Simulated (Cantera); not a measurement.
**trisilylamine + NH3 + H2 (silicon nitride deposition)**

Input: 1 mol trisilylamine, 0.3 mol NH3, 36 mol H2.

These are equilibrium values from Cantera (NASA tables, ideal gas, pure condensed phases), not measurements of a reactor. Candidate condensed phases: Si, Si3N4; 18 gas species. The feed counts by its element totals alone. Mutual solubility and eutectic melting of coexisting phases are not modelled. The numbers say what is thermodynamically allowed, not how fast it happens.

Stable condensed phases:

```
T in K \ P in Pa
              5     15     45    140    410   1200   3700  11000  33000 100000
   1875       A      B      B      B      B      B      B      B      B      B
   1775       B      B      B      B      B      B      B      B      B      C
   1675       B      B      B      B      B      B      B      C      C      C
   1575       B      B      B      B      B      B      C      C      C      C
   1475       B      B      B      B      C      C      C      C      C      C
   1375       B      B      C      C      C      C      C      C      C      C
   1275       C      C      C      C      C      C      C      C      C      C
   1175       C      C      C      C      C      C      C      C      C      C
   1075       C      C      C      C      C      C      C      C      C      C
    975       C      C      C      C      C      C      C      C      C      C
    875       C      C      C      C      C      C      C      C      C      C
    775       C      C      C      C      C      C      C      C      C      C
```

A: gas only; B: Si; C: Si + Si3N4.
